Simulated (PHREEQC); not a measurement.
Consider water at 25 °C with 0.25 mol Cu(NO3)2, 0.0096 mol HCl and 0.023 mol FeCl3 per kg of water. Closed to the air; pH follows from the charge balance.

Computed with PHREEQC (ion-association model, phreeqc.dat).

This is a speciation only: nothing precipitates in the calculation.

Problem. Order these Cl species by the share of Cl that they hold, largest first: FeCl2+, Cl-, FeCl+2, CuCl+, CuCl2.

Solution. Cl- (80 %), CuCl+ (11 %), FeCl+2 (7.6 %), FeCl2+ (0.72 %), CuCl2 (0.24 %)

The pH is 1.98 and the ionic strength 0.854 mol/kgw. Examples of supersaturated solids here: Hematite (slow to form), Goethite (slow to form). Others may be too. Caution: at this ionic strength the ion-association model is outside its range; a Pitzer model would be the better tool where its parameters exist.
